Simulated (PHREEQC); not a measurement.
1 kg of water holding 0.0037 mol/kgw CaCl2 and 0.45 mol/kgw MgCl2 is evaporated at 20 °C; the solids stay in contact with the brine. No CO2 enters from the air. Solids allowed: Bischofite, Brucite, Portlandite, MgCl2_4H2O. Others were left out.

Computed with PHREEQC (Pitzer model, pitzer.dat).

Q: Predict ionic strength, Cl in solution (mol/kgw), Mg in solution (mol/kgw) at water left (kg) = 0.3082, 0.2082.

A: 
| water left (kg) | ionic strength | Cl in solution (mol/kgw) | Mg in solution (mol/kgw) |
|---|---|---|---|
| 0.3082 | 4.42 | 2.94 | 1.46 |
| 0.2082 | 6.54 | 4.36 | 2.16 |
